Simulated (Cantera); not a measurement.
A perfectly stirred reactor is fed with CO : O2 : H2O : N2 = 0.0042 : 0.011 : 0.00013 : 1 (molar parts), equivalence ratio 0.19, at 3.80 bar; it is held at 1100 K, and followed from long to short residence time.

Model: GRI-Mech 3.0 (53 species, 325 reactions), integrated in Cantera.

Problem. What does this change do: temperature 1100 to 875 K?

Solution. 
```csv
quantity,before,after
x(CO) at τ = 4.30 s,0.00187,0.00414
x(O2) at τ = 4.30 s,0.00971,0.0108
x(H2O) at τ = 4.30 s,0.000128,0.000128
x(N2O) at τ = 4.30 s,1.40e-6,3.52e-11
x(CO2) at τ = 4.30 s,0.00227,2.79e-7
x(CO) at τ = 0.140 s,0.00401,0.00414
x(O2) at τ = 0.140 s,0.0108,0.0108
x(H2O) at τ = 0.140 s,0.000128,0.000128
x(N2O) at τ = 0.140 s,9.12e-8,<1e-12
x(CO2) at τ = 0.140 s,0.000126,2.08e-9
```

Problem. What does this change do: pressure from 3.80 bar to 10.0 bar?

Solution. 
```
quantity                 before     after
---------------------  --------  --------
x(CO) at τ = 4.30 s     0.00187   0.00195
x(O2) at τ = 4.30 s     0.00971   0.00975
x(H2O) at τ = 4.30 s   0.000128  0.000128
x(N2O) at τ = 4.30 s    1.40e-6   1.10e-6
x(CO2) at τ = 4.30 s    0.00227   0.00219
x(CO) at τ = 0.140 s    0.00401   0.00402
x(O2) at τ = 0.140 s     0.0108    0.0108
x(H2O) at τ = 0.140 s  0.000128  0.000128
x(N2O) at τ = 0.140 s   9.12e-8   7.10e-8
x(CO2) at τ = 0.140 s  0.000126  0.000115
```
